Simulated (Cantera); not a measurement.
Feed: 1 mol Nb, 1.4 mol O2, 160 mol H2, at 0.950 bar.

These are equilibrium values from Cantera (NASA tables, ideal gas, pure condensed phases), not measurements of a reactor. Candidate condensed phases: H2O, Nb, NbO, NbO2, Nb2O5; 12 gas species. Mutual solubility and eutectic melting of coexisting phases are not modelled. NbO: taken at fixed stoichiometry. Condensed phases not in the tables: the oxides between NbO2 and Nb2O5. The numbers say what is thermodynamically allowed, not how fast it happens.

### Question
At 1823 K, list the 3 most abundant gas species with their mole fractions, and the condensed phases.

### Answer
H2 0.993, H2O 0.00660, H 0.000443. Condensed: NbO(s) + NbO2(s).
